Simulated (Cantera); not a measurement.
An adiabatic, constant-volume homogeneous reactor starts with CH4 : O2 : N2 = 1 : 1.43 : 5.37 (molar parts), at 1673 K and 101000 Pa. Integrator tolerance rtol = 1e-08.

Detailed kinetics in Cantera: GRI-Mech 3.0 (53 species, 325 reactions).

Task: What does this change do: 0.2 parts H2 added?

Result: 
| quantity | before | after |
|---|---|---|
| time of steepest temperature rise | 0.265 ms | 0.164 ms |
| temperature at 2.00 s | 2979 K | 2977 K |
| equilibrium temperature | 2979 K | 2977 K |
| x(CH4) at 2.00 s | <1e-12 (gas-phase equilibrium <1e-12) | <1e-12 (gas-phase equilibrium <1e-12) |
| x(O2) at 2.00 s | 0.00483 (gas-phase equilibrium 0.00483) | 0.00353 (gas-phase equilibrium 0.00353) |
| x(C2H2) at 2.00 s | <1e-12 (gas-phase equilibrium <1e-12) | <1e-12 (gas-phase equilibrium <1e-12) |
| x(C2H6) at 2.00 s | <1e-12 (gas-phase equilibrium <1e-12) | <1e-12 (gas-phase equilibrium <1e-12) |
| x(OH) at 2.00 s | 0.0200 (gas-phase equilibrium 0.0200) | 0.0187 (gas-phase equilibrium 0.0187) |
| x(CH2CO) at 2.00 s | <1e-12 (gas-phase equilibrium <1e-12) | <1e-12 (gas-phase equilibrium <1e-12) |
| x(NO2) at 2.00 s | 7.89e-7 (gas-phase equilibrium 7.89e-7) | 5.68e-7 (gas-phase equilibrium 5.68e-7) |

Task: What does this change do: constant pressure in place of constant volume?

Result: 
```json
[
 {"quantity": "time of steepest temperature rise", "before": "0.265 ms", "after": "0.284 ms"},
 {"quantity": "temperature at 2.00 s", "before": "2979 K", "after": "2807 K"},
 {"quantity": "equilibrium temperature", "before": "2979 K", "after": "2807 K"},
 {"quantity": "x(CH4) at 2.00 s", "before": "<1e-12 (gas-phase equilibrium <1e-12)", "after": "<1e-12 (gas-phase equilibrium <1e-12)"},
 {"quantity": "x(O2) at 2.00 s", "before": "0.00483 (gas-phase equilibrium 0.00483)", "after": "0.00340 (gas-phase equilibrium 0.00340)"},
 {"quantity": "x(C2H2) at 2.00 s", "before": "<1e-12 (gas-phase equilibrium <1e-12)", "after": "<1e-12 (gas-phase equilibrium <1e-12)"},
 {"quantity": "x(C2H6) at 2.00 s", "before": "<1e-12 (gas-phase equilibrium <1e-12)", "after": "<1e-12 (gas-phase equilibrium <1e-12)"},
 {"quantity": "x(OH) at 2.00 s", "before": "0.0200 (gas-phase equilibrium 0.0200)", "after": "0.0151 (gas-phase equilibrium 0.0151)"},
 {"quantity": "x(CH2CO) at 2.00 s", "before": "<1e-12 (gas-phase equilibrium <1e-12)", "after": "<1e-12 (gas-phase equilibrium <1e-12)"},
 {"quantity": "x(NO2) at 2.00 s", "before": "7.89e-7 (gas-phase equilibrium 7.89e-7)", "after": "3.61e-7 (gas-phase equilibrium 3.61e-7)"}
]
```

Task: What does this change do: N2 5.37 to 14 parts?

Result: 
| quantity | before | after |
|---|---|---|
| time of steepest temperature rise | 0.265 ms | 0.547 ms |
| temperature at 2.00 s | 2979 K | 2588 K |
| equilibrium temperature | 2979 K | 2588 K |
| x(CH4) at 2.00 s | <1e-12 (gas-phase equilibrium <1e-12) | <1e-12 (gas-phase equilibrium <1e-12) |
| x(O2) at 2.00 s | 0.00483 (gas-phase equilibrium 0.00483) | 0.000443 (gas-phase equilibrium 0.000443) |
| x(C2H2) at 2.00 s | <1e-12 (gas-phase equilibrium <1e-12) | <1e-12 (gas-phase equilibrium <1e-12) |
| x(C2H6) at 2.00 s | <1e-12 (gas-phase equilibrium <1e-12) | <1e-12 (gas-phase equilibrium <1e-12) |
| x(OH) at 2.00 s | 0.0200 (gas-phase equilibrium 0.0200) | 0.00329 (gas-phase equilibrium 0.00329) |
| x(CH2CO) at 2.00 s | <1e-12 (gas-phase equilibrium <1e-12) | <1e-12 (gas-phase equilibrium <1e-12) |
| x(NO2) at 2.00 s | 7.89e-7 (gas-phase equilibrium 7.89e-7) | 5.97e-8 (gas-phase equilibrium 5.97e-8) |
